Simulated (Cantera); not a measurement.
## Equilibrium for hydrogen reduction and annealing atmospheres: SiO₂ + H₂ + N₂

Charge: 1 mol SiO₂, 9.6 mol H₂, 48 mol N₂, equilibrated at 600 Pa.

These are equilibrium values from Cantera (NASA tables, ideal gas, pure condensed phases), not measurements of a reactor. Candidate condensed phases: H₂O, Si, SiO₂, Si₂N₂O, Si₃N₄; 35 gas species. The tables hold silica as quartz up to 1696 K and as liquid above; real silica turns to tridymite and cristobalite and melts near 1996 K. Equilibrium is a limit: real reactors are often held back by kinetics, nucleation or transport.

```tsv
T (K)	x N₂	x H₂	x SiO	x H₂O	n SiO₂(β-quartz)	n SiO₂(condensed)
1423	0.833	0.167	6.73e-5	6.73e-5	0.996	0
1448	0.833	0.167	0.000100	0.000100	0.994	0
1473	0.833	0.166	0.000146	0.000146	0.992	0
1498	0.833	0.166	0.000212	0.000212	0.988	0
1523	0.833	0.166	0.000302	0.000302	0.983	0
1548	0.833	0.166	0.000427	0.000426	0.975	0
1573	0.833	0.166	0.000595	0.000595	0.966	0
1598	0.833	0.166	0.000820	0.000820	0.953	0
1623	0.832	0.165	0.00112	0.00112	0.935	0
1648	0.832	0.165	0.00151	0.00151	0.913	0
1673	0.831	0.164	0.00202	0.00202	0.883	0
1698	0.831	0.163	0.00268	0.00268	0	0.845
1723	0.830	0.162	0.00351	0.00350	0	0.797
1748	0.829	0.161	0.00454	0.00454	0	0.737
```
x: gas mole fraction; n: condensed amount in mol.

From 1423 K to 1673 K the condensed part is SiO₂(β-quartz). From 1698 K to 1748 K the condensed part is SiO₂(condensed). The main Si-bearing gas is SiO throughout. The share of Si in condensed phases is highest at 1423 K (99.6 %) and lowest at 1748 K (73.7 %).
